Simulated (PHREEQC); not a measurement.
Solution (20 °C): 0.0021 mol/kgw NaAlO2 and 0.005 mol/kgw MgSO4. Closed to the air; pH follows from the charge balance.

Model: ion-association model, phreeqc.dat, run in PHREEQC.

Each row changes one thing in this solution. Precipitation was switched off in this run.

| case | pH | ionic strength (mol/kgw) | Mg+2 (mol/kgw) | SO4-2 (mol/kgw) | MgSO4 (mol/kgw) | Al(OH)3 (mol/kgw) | SI of Al(OH)3(a) (Al(OH)3) |
|---|---|---|---|---|---|---|---|
| as made | 8.45 | 0.0175 | 0.00387 | 0.00385 | 0.00112 | 3.66e-6 | +0.88 |
| NaAlO2 from 0.0021 to 0.00231 mol/kgw | 8.47 | 0.0178 | 0.00388 | 0.00385 | 0.00112 | 3.84e-6 | +0.90 |
| NaAlO2 replaced by Al2(SO4)3 at the same molality | 4.30 | 0.0249 | 0.00357 | 0.00619 | (withheld) | 7.43e-9 | -1.81 |
| MgSO4 from 0.005 to 0.001 mol/kgw | (withheld) | 0.00572 | 0.000909 | 0.000903 | 9.05e-5 | (withheld) | +0.80 |
| diluted 10-fold with water | 8.11 | 0.00209 | 0.000469 | 0.000469 | 3.05e-5 | 8.81e-7 | +0.26 |

Task: Fill in the missing entries.

Result: 
- NaAlO2 replaced by Al2(SO4)3 at the same molality, MgSO4 (mol/kgw): 0.00143
- MgSO4 from 0.005 to 0.001 mol/kgw, pH: 8.55
- MgSO4 from 0.005 to 0.001 mol/kgw, Al(OH)3 (mol/kgw): 3.05e-6

Species that the database lacks are ignored. Some of these states are supersaturated (in Al(OH)3(a), Gibbsite (slow to form), for instance).
